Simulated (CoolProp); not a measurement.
Vapour-liquid equilibrium of propylene (1) + cyclohexane (2) at 329 K; x and y are mole fractions of (1).

Model: multi-fluid Helmholtz-energy mixture model, Lemmon 2013 and Zhou 2014; pair parameters Bell 2016, in CoolProp.

| x | bubble pressure (kPa) | y at the bubble point | dew pressure at overall composition x (kPa) | liquid density (mol/L) |
|---|---|---|---|---|
| 0.05 | 165.1 | 0.730 | 47.26 | 8.977 |
| 0.15 | 396.0 | 0.890 | 52.83 | 9.249 |
| 0.25 | 616.3 | 0.932 | 59.88 | 9.525 |
| 0.35 | 828.7 | 0.951 | 69.08 | 9.802 |
| 0.45 | 1036 | 0.963 | 81.60 | 10.08 |
| 0.55 | 1241 | 0.971 | 99.63 | 10.34 |
| 0.65 | 1448 | 0.978 | 127.8 | 10.57 |
| 0.75 | 1661 | 0.984 | 178.2 | 10.75 |
| 0.85 | 1892 | 0.989 | 293.7 | 10.84 |
| 0.95 | 2160 | 0.996 | 811.7 | 10.74 |

No azeotrope shows between x = 0.05 and 0.95.

Pair parameters are fitted to limited data, so mixtures are less certain than the pure fluids. The gap from Raoult's law changes sign with composition, which may be real or a fault of the pair parameters; it wasn't checked against measurements.
